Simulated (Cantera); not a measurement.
An adiabatic, constant-volume homogeneous reactor starts with CH4 : H2 : O2 : N2 : CO2 = 1 : 0.042 : 3.48 : 13.1 : 1.4 (molar parts), equivalence ratio 0.58, at 1500 K and 0.691 atm. Integrator tolerance rtol = 1e-08.

Detailed kinetics in Cantera: GRI-Mech 3.0 (53 species, 325 reactions).

Q: What does this change do: initial temperature 1500 to 1823 K?

A: 
```json
[
 {"quantity": "time of steepest temperature rise", "before": "1.14 ms", "after": "0.128 ms"},
 {"quantity": "temperature at 7.00 s", "before": "2531 K", "after": "2655 K"},
 {"quantity": "equilibrium temperature", "before": "2531 K", "after": "2655 K"},
 {"quantity": "x(CH4) at 7.00 s", "before": "<1e-12 (gas-phase equilibrium <1e-12)", "after": "<1e-12 (gas-phase equilibrium <1e-12)"},
 {"quantity": "x(H2) at 7.00 s", "before": "0.00228 (gas-phase equilibrium 0.00228)", "after": "0.00394 (gas-phase equilibrium 0.00394)"},
 {"quantity": "x(O2) at 7.00 s", "before": "0.0734 (gas-phase equilibrium 0.0734)", "after": "0.0748 (gas-phase equilibrium 0.0748)"},
 {"quantity": "x(CO) at 7.00 s", "before": "0.0160 (gas-phase equilibrium 0.0160)", "after": "0.0274 (gas-phase equilibrium 0.0274)"},
 {"quantity": "x(NO2) at 7.00 s", "before": "7.40e-6 (gas-phase equilibrium 7.40e-6)", "after": "7.60e-6 (gas-phase equilibrium 7.60e-6)"}
]
```

Q: What does this change do: initial temperature 1500 to 975 K?

A: 
| quantity | before | after |
|---|---|---|
| time of steepest temperature rise | 1.14 ms | 0.667 s |
| temperature at 7.00 s | 2531 K | 2260 K |
| equilibrium temperature | 2531 K | 2260 K |
| x(CH4) at 7.00 s | <1e-12 (gas-phase equilibrium <1e-12) | <1e-12 (gas-phase equilibrium <1e-12) |
| x(H2) at 7.00 s | 0.00228 (gas-phase equilibrium 0.00228) | 0.000502 (gas-phase equilibrium 0.000502) |
| x(O2) at 7.00 s | 0.0734 (gas-phase equilibrium 0.0734) | 0.0729 (gas-phase equilibrium 0.0729) |
| x(CO) at 7.00 s | 0.0160 (gas-phase equilibrium 0.0160) | 0.00323 (gas-phase equilibrium 0.00323) |
| x(NO2) at 7.00 s | 7.40e-6 (gas-phase equilibrium 7.40e-6) | 7.00e-6 (gas-phase equilibrium 7.00e-6) |
Below about 1000 K GRI-Mech 3.0 lacks low-temperature oxidation paths.
